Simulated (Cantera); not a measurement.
Input: 1 mol HMDSO, 0.32 mol N₂O, 62 mol N₂, at 13.3 mbar.

These are equilibrium values from Cantera (NASA tables, ideal gas, pure condensed phases), not measurements of a reactor. Candidate condensed phases: C, C₆H₆, C₇H₈, C₈H₁₈, H₂O, Si, SiC, SiO₂, Si₂N₂O, Si₃N₄; 151 gas species. The feed counts by its element totals alone. Kinetics and transport are ignored. All values below are at 700 °C.

Base state: N₂ 0.869, H₂ 0.127, CO 0.00355, CH₄ 2.78e-5 (mole fractions); condensed: C(graphite) + SiO₂(β-quartz) + Si₂N₂O(s).

**Question.** What changes in the equilibrium state with this change: N₂O from 0.32 to 15 mol?

**Answer.** 
```csv
species,before,after
N₂,0.869,0.837
H₂,0.127,0.0632
H₂O,3.75e-6,0.0346
CO₂,1.68e-7,0.0306
CO,0.00355,0.0346
CH₄,2.78e-5,3.59e-9
"C(graphite), mol",5.75,0
"SiO₂(β-quartz), mol",0.0462,2.00
"Si₂N₂O(s), mol",0.977,0
```
